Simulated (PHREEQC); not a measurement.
Model water analysis in mg/kgw, 25 °C, pH 3.74, pe 9.3:

```
constituent  mg/kgw
-----------  ------
Na             1480
K              1580
Ca              149
Mg              134
Cl             1200
S(6) as SO4    4480
Al             6.15
Mn(2)          6.84
Fe(3)          4.14
```

Cl is adjusted to close the charge balance.
Valence states are taken as typed.

Equilibrium calculation in PHREEQC: ion-association model, wateq4f.dat.

| Item | Value |
|---|---|
| ionic strength | 0.149 mol/kgw |
| total alkalinity | -0.596 meq/kg |

```tsv
species	molality	activity	log γ
Na+	0.0609	0.0462	-0.120
K+	0.0375	0.0275	-0.134
SO4-2	0.0353	0.0115	-0.488
Cl-	0.0316	0.0232	-0.134
NaSO4-	0.00348	0.00266	-0.117
KSO4-	0.00291	0.00222	-0.117
Mg+2	0.00282	0.00104	-0.434
MgSO4	0.00269	0.00279	0.015
Ca+2	0.00210	0.000731	-0.458
CaSO4	0.00162	0.00167	0.015
HSO4-	0.000271	0.000203	-0.125
H+	0.000225	0.000182	-0.092
AlSO4+	0.000151	0.000113	-0.125
Mn+2	7.12e-5	2.54e-5	-0.447
Al(SO4)2-	5.49e-5	4.12e-5	-0.125
```

Precipitation was switched off in this run. Saturation is exceeded, for instance for Jarosite-K, Jarosite-Na; the values hold only as long as no solid forms. Species that the database lacks are ignored.
